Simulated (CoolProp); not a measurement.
Properties of n-dodecane along the isotherm 346.85 °C.

Values from CoolProp's reference Helmholtz-energy equation of state, Lemmon 2004. It is a short technical equation, of lower accuracy than the large ones.

```
p (kPa)  phase  cv (kJ/(kg K))  speed of sound (m/s)  Joule-Thomson coefficient (K/MPa)  isothermal compressibility (1/MPa)  conductivity (mW/(m K))  Prandtl number
-------  -----  --------------  --------------------  ---------------------------------  ----------------------------------  -----------------------  --------------
82.6       gas           2.863                 171.5                              11.11                               12.40                     37.5           0.748
165        gas           2.869                 167.4                              11.47                               6.369                     38.0           0.741
248        gas           2.874                 163.2                              11.88                               4.358                     38.6           0.733
330        gas           2.880                 158.8                              12.33                               3.376                     39.2           0.727
413        gas           2.886                 154.2                              12.85                               2.790                     39.8           0.720
496        gas           2.892                 149.3                              13.45                               2.412                     40.4           0.715
578        gas           2.899                 144.2                              14.13                               2.158                     41.1           0.710
661        gas           2.906                 138.7                              14.95                               1.981                     41.8           0.707
744        gas           2.915                 132.8                              15.95                               1.861                     42.6           0.705
826        gas           2.924                 126.4                              17.17                               1.791                     43.4           0.706
909        gas           2.935                 119.2                              18.77                               1.767                     44.4           0.710
```

Viscosity comes from a separate model (Huber 2004). Thermal conductivity comes from a separate model (Huber 2004).
